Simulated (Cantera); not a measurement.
What does this Cantera script print?

```python
import numpy as np
import cantera as ct

gas_names = """
    C CN C2 CCN CNC C2N2 C3 C4 C4N2 C5 N N2 Si SiC SiC2 SiN Si2 Si2C Si2N Si3
""".split()
cond_names = """
    C(gr) Si(cr) Si(L) SiC(b) Si3N4(a)
""".split()


# ... load() reads the species with a 1 bar reference pressure and builds the phases ...
atoms = {
    'SiC': {'Si': 1, 'C': 1},
    'C': {'C': 1},
    'N2': {'N': 2},
}
top_T = {'C(gr)': 4500, 'SiC(b)': 3050, 'Si3N4(a)': 2400}  # K; cautious upper limits of use, not melting points


# ... equilibrate(T, P, feed) seeds the gas with the atoms and calls Mixture.equilibrate('TP', solver="vcs", rtol=1e-11, max_steps=5000) ...
results = []
feed = {'SiC': 1, 'C': 0.037, 'N2': 0.13}  # mol
T = 2950  # K
P = 133.322  # Pa
mix = equilibrate(T, P, feed)
results.append((T, P, feed, dict(zip(mix.species_names, mix.species_moles))))
print(gas.report(threshold=1e-05))
for i in range(1, mix.n_phases):
    print(f"{mix.phase(i).name:16s} {mix.phase_moles(i):12.5e} mol")
```

It prints:

```
       temperature   2950 K
          pressure   133.32 Pa
           density   0.00018917 kg/m^3
  mean mol. weight   34.802 kg/kmol
   phase of matter   gas

                          1 kg             1 kmol
                     ---------------   ---------------
          enthalpy         1.681e+07        5.8502e+08  J
   internal energy        1.6105e+07        5.6049e+08  J
           entropy            9757.6        3.3958e+05  J/K
    Gibbs function       -1.1975e+07       -4.1675e+08  J
 heat capacity c_p            1111.4             38679  J/K
 heat capacity c_v            872.51             30365  J/K

                      mass frac. Y      mole frac. X     chem. pot. / RT
                     ---------------   ---------------   ---------------
                 C         0.0066254          0.019197           -3.8577
                CN          0.012498          0.016717           -22.511
                C2         0.0063389         0.0091835           -7.7153
               CNC        3.0808e-05        2.8194e-05           -26.368
              C2N2        7.1826e-05        4.8037e-05           -45.021
                C3          0.077445          0.074799           -11.573
                C4        0.00024724        0.00017909           -15.431
                C5         0.0013591         0.0007876           -19.288
                 N        3.3867e-05        8.4146e-05           -18.653
                N2          0.075482          0.093771           -37.306
                Si           0.41657            0.5162           -12.721
               SiC          0.001528         0.0013262           -16.578
              SiC2           0.39658           0.26487           -20.436
               SiN        0.00039711        0.00032833           -31.374
               Si2        0.00032544        0.00020164           -25.441
              Si2C          0.004463          0.002278           -29.299
     [   +4 minor]         5.792e-06        2.9346e-06

C(gr)             0.00000e+00 mol
Si(L)             0.00000e+00 mol
SiC(b)            0.00000e+00 mol
```

Equilibrium computed with Cantera from the NASA thermochemical tables; the gas is ideal and each condensed phase is pure. The tables' values for SiN are old estimates; treat these amounts as uncertain.
